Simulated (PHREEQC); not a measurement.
Make-up at 25 °C: 0.004 mol K2CO3 and 0.21 mol CuSO4 per kg of water. Closed to the air; pH follows from the charge balance.

All values are PHREEQC results (ion-association model, wateq4f.dat), not measurements.

Precipitation was switched off in this run.

### Question
Order these C species by the share of C that they hold, largest first: CO2, CuCO3, HCO3-, CuHCO3+.

### Answer
CuHCO3+ (54 %), CO2 (39 %), HCO3- (4.4 %), CuCO3 (3.0 %)

The pH is 5.22 and the ionic strength 0.405 mol/kgw. Saturation is exceeded, for instance for Antlerite, Brochantite; the values hold only as long as no solid forms.
